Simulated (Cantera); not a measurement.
Hydrocarbon pyrolysis for carbon deposition

A perfectly stirred reactor is fed with 1.23 % C2H4, 98.8 % H2, at 0.180 bar; it is held at 1950 K, and followed from long to short residence time.

Detailed kinetics in Cantera: GRI-Mech 3.0 (53 species, 325 reactions). GRI-Mech 3.0 was tuned for natural gas; its chemistry of ethylene as a main component is partial and can be far from experiment. GRI-Mech 3.0 stops at C3 and has no aromatics, soot or wall deposition, so with more carbon than oxygen in the feed, carbon stays in small species such as C2H2 where larger ones or solid carbon would form.

```json
[
 {"τ (s)": "7.5", "x C2H4": "1.90e-5", "x H2": "0.985", "x CH4": "0.000386", "x CH3": "2.09e-5", "x C2H6": "2.02e-9"},
 {"τ (s)": "3.0", "x C2H4": "1.92e-5", "x H2": "0.985", "x CH4": "0.000368", "x CH3": "1.99e-5", "x C2H6": "1.90e-9"},
 {"τ (s)": "1.2", "x C2H4": "1.97e-5", "x H2": "0.985", "x CH4": "0.000328", "x CH3": "1.76e-5", "x C2H6": "1.65e-9"},
 {"τ (s)": "0.50", "x C2H4": "2.08e-5", "x H2": "0.985", "x CH4": "0.000255", "x CH3": "1.34e-5", "x C2H6": "1.29e-9"},
 {"τ (s)": "0.20", "x C2H4": "2.40e-5", "x H2": "0.985", "x CH4": "0.000151", "x CH3": "7.41e-6", "x C2H6": "1.01e-9"},
 {"τ (s)": "0.083", "x C2H4": "3.29e-5", "x H2": "0.986", "x CH4": "7.60e-5", "x CH3": "3.14e-6", "x C2H6": "1.15e-9"},
 {"τ (s)": "0.034", "x C2H4": "6.48e-5", "x H2": "0.986", "x CH4": "3.89e-5", "x CH3": "1.11e-6", "x C2H6": "1.98e-9"},
 {"τ (s)": "0.014", "x C2H4": "0.000189", "x H2": "0.987", "x CH4": "2.31e-5", "x CH3": "3.68e-7", "x C2H6": "4.33e-9"},
 {"τ (s)": "0.0056", "x C2H4": "0.000631", "x H2": "0.987", "x CH4": "1.48e-5", "x CH3": "1.26e-7", "x C2H6": "9.32e-9"},
 {"τ (s)": "0.0023", "x C2H4": "0.00177", "x H2": "0.988", "x CH4": "9.38e-6", "x CH3": "5.23e-8", "x C2H6": "1.68e-8"}
]
```
x: mole fraction; the columns are a selection and need not sum to one.
